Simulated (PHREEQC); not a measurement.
A PHREEQC input (ion-association model, wateq4f.dat):

```
SOLUTION 1
  temp 34
  units M
  pH 6.6
  pe 12
  Na 0.00604
  K 0.000935
  Ca 0.0159
  Mg 0.00212
  Cl 0.00386
  S(6) 0.0219 as SO4
  Alkalinity 0.0444 as HCO3
  Cu(2) 0.00051
  Cd 8.57e-05
END
USE solution 1
EQUILIBRIUM_PHASES 1
  Gypsum 0 0
  CO2(g) -2.5 10
END
```

It stops with these messages:

```
ERROR: Calculations terminating due to input errors.
```

The fault: a unit that the program doesn't know. The line should read `units mg/L` where the input has `units M`. With the mend the run ends at pH 5.21 and ionic strength 8.13e-6 mol/kgw.
